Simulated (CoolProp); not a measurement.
Saturation properties of the fluoroketone C6F12O (FK-5-1-12) (Tc = 441.8 K, pc = 18.69 bar, ω = 0.471).

Model: reference Helmholtz-energy equation of state, McLinden 2015, in CoolProp.

```
T (K)     p (bar)  liquid density (kg/m³)  vapour density (kg/m³)
-----  ----------  ----------------------  ----------------------
287.3      0.2503                    1634                   3.393
295.3      0.3578                    1611                   4.752
303.4      0.5016              (withheld)                   6.540
311.5      0.6879                    1561                   8.827
319.5      0.9216                    1536                   11.67
327.6  (withheld)                    1509                   15.25
335.6       1.577                    1482              (withheld)
343.7       2.020                    1454                   24.96
351.8       2.553                    1424              (withheld)
359.8       3.178                    1393                   39.24
367.9  (withheld)                    1361              (withheld)
375.9       4.783                    1327                   59.94
384         5.791                    1290                   73.68
```

Task: Some entries are withheld; supply them.

Result: 
- 303.4, liquid density (kg/m³): 1586
- 327.6, p (bar): 1.217
- 335.6, vapour density (kg/m³): 19.59
- 351.8, vapour density (kg/m³): 31.47
- 367.9, p (bar): 3.923
- 367.9, vapour density (kg/m³): 48.70

It boils at 322.2 K under 1 atm.
